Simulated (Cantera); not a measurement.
Charge: 1 mol TiCl4, 4.9 mol H2O, at 1350 K and 0.133 bar.

Method: chemical equilibrium by Gibbs-energy minimisation in Cantera with the NASA 1993 tables (ideal gas, pure condensed phases). Candidate condensed phases: H2O, Ti, TiCl2, TiCl3, TiCl4, TiO, TiO2, Ti2O3, Ti3O5, Ti4O7; 23 gas species. Gases not in the tables: TiO(OH)2. Equilibrium is a limit: real reactors are often held back by kinetics, nucleation or transport.

Base state: HCl 0.579, H2O 0.420, Cl 0.000252, H2 0.000156, Cl2 2.34e-5 (mole fractions); condensed: TiO2(rutile).

**Question.** What changes in the equilibrium state with this change: temperature from 1350 K to 1923.15 K?

**Answer.** 
| species | before | after |
|---|---|---|
| HCl | 0.579 | 0.563 |
| H2O | 0.420 | 0.415 |
| Cl | 0.000252 | 0.0124 |
| H2 | 0.000156 | 0.00777 |
| O | 1.74e-9 | 2.29e-5 |
| H | 8.15e-8 | 0.000228 |
| OH | 3.57e-6 | 0.00105 |
| TiO2(rutile), mol | 1.00 | 1.000 |
